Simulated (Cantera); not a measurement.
Mixture: CH₃OH : O₂ : N₂ = 1 : 1.07 : 4.03 (molar parts), equivalence ratio 1.4, at 1.01 bar, adiabatic and at constant pressure. Ignition delay is the time to a rise of 400 K.

Detailed kinetics in Cantera: GRI-Mech 3.0 (53 species, 325 reactions). GRI-Mech 3.0 was tuned for natural gas; its chemistry of methanol as a main component is partial and can be far from experiment.

### Question
Predict: delay at 1023 K; delay at 1073 K; delay at 1123 K; delay at 1173 K; delay at 1223 K; delay at 1273 K; apparent activation energy between 1173 and 1273 K.

### Answer
```
Item                                                     Value
--------------------------------------------------  ----------
delay at 1023 K                                        0.278 s
delay at 1073 K                                        92.7 ms
delay at 1123 K                                        34.2 ms
delay at 1173 K                                        13.8 ms
delay at 1223 K                                        6.03 ms
delay at 1273 K                                        2.84 ms
apparent activation energy between 1173 and 1273 K  200 kJ/mol
```
